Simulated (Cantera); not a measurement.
Input: 1 mol Si₂H₆, 1.8 mol O₃, 27 mol H₂, equilibrated at 0.100 bar.

Equilibrium computed with Cantera from the NASA thermochemical tables; the gas is ideal and each condensed phase is pure. Candidate condensed phases: H₂O, Si, SiO₂; 18 gas species. The feed counts by its element totals alone. Equilibrium is a limit: real reactors are often held back by kinetics, nucleation or transport. All values below are at 1050 K.

Base state: H₂ 0.953, H₂O 0.0467 (mole fractions); condensed: SiO₂(β-quartz).

### Question
What changes in the equilibrium state with this change: O₃ from 1.8 to 0.56 mol?

### Answer
```tsv
species	before	after
H₂	0.953	1.00
H₂O	0.0467	3.14e-9
SiO₂(β-quartz), mol	2.00	0.840
Si(s), mol	0	1.16
```
Mutual solubility and eutectic melting of coexisting phases are not modelled.
